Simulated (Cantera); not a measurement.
A freely propagating, adiabatic, planar premixed flame of CH₄ : C₂H₆ : C₃H₈ : O₂ : N₂ : H₂ = 1 : 0.31 : 0.11 : 3.91 : 14.7 : 0.98 (molar parts), equivalence ratio 1.1, unburnt at 400 K and 0.430 bar; mixture-averaged transport, grid criteria slope 0.08 and curve 0.16, no radiation.

Computed with Cantera and GRI-Mech 3.0 (53 species, 325 reactions). Burning velocities carry a grid error of a few per cent, more on coarse grids.

x: mole fraction of selected species; z is measured from the peak of heat release.

```csv
z (mm),T (K),u (m/s),x CH₄,x C₂H₆,x C₃H₈,x NO,x C₂H,x OH
-1.95,400,1.02,0.0476,0.0148,0.00524,<1e-8,<1e-8,<1e-8
-1.30,401,1.02,0.0476,0.0148,0.00524,<1e-8,<1e-8,<1e-8
-0.976,403,1.03,0.0476,0.0148,0.00524,<1e-8,<1e-8,<1e-8
-0.651,437,1.12,0.0469,0.0147,0.00522,3.65e-8,<1e-8,3.79e-7
-0.325,803,2.07,0.0385,0.0120,[?],8.80e-7,<1e-8,3.67e-5
-0.163,1241,3.26,0.0251,0.00588,[?],2.50e-6,<1e-8,0.000337
0,1650,4.39,0.00805,0.000464,[?],5.64e-6,4.57e-7,0.00241
0.163,1825,4.87,0.000933,2.87e-6,[?],1.00e-5,5.23e-7,0.00637
0.325,1870,4.98,5.54e-5,<1e-8,<1e-8,1.32e-5,4.81e-8,0.00877
0.651,1907,5.05,2.11e-7,<1e-8,<1e-8,1.65e-5,<1e-8,0.00986
1.30,1953,5.15,<1e-8,<1e-8,<1e-8,2.01e-5,<1e-8,0.0100
2.60,2014,5.29,<1e-8,<1e-8,<1e-8,2.60e-5,<1e-8,0.00981
5.21,2088,5.46,<1e-8,<1e-8,<1e-8,3.66e-5,<1e-8,0.00919
```

Task: Fill in the missing entries.

Result: 
- -0.325, x C₃H₈: 0.00420
- -0.163, x C₃H₈: 0.00157
- 0, x C₃H₈: 5.06e-5
- 0.163, x C₃H₈: 5.44e-8
